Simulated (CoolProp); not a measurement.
CF4 (R14) at 293.15 K and 0.168 MPa flows at 0.14 m/s in a round tube of 12.7 mm bore and 45 µm roughness, fully developed (64/Re and Nu = 3.66 if laminar; Colebrook and Gnielinski if turbulent). Each further row changes one setting.

The numbers come from the reference Helmholtz-energy equation of state, Platzer 1990 in CoolProp. This equation is an older, rougher fit.

| case | Reynolds number | Darcy friction factor | pressure drop (Pa/m) | heat-transfer coefficient (W/(m² K)) | mass flow (kg/h) |
|---|---|---|---|---|---|
| as stated | 638 | 0.100 | 0.473 | 4.51 | 0.390 |
| velocity 0.28 m/s | 1280 | 0.0502 | 0.946 | 4.51 | 0.780 |
| diameter 25.4 mm | 1280 | 0.0502 | 0.118 | 2.25 | 1.56 |

Viscosity comes from a separate model (Huber 2003), an estimate that may be off by 10 % or more. Thermal conductivity comes from a separate model (Huber 2003), an estimate that may be off by 10 % or more.
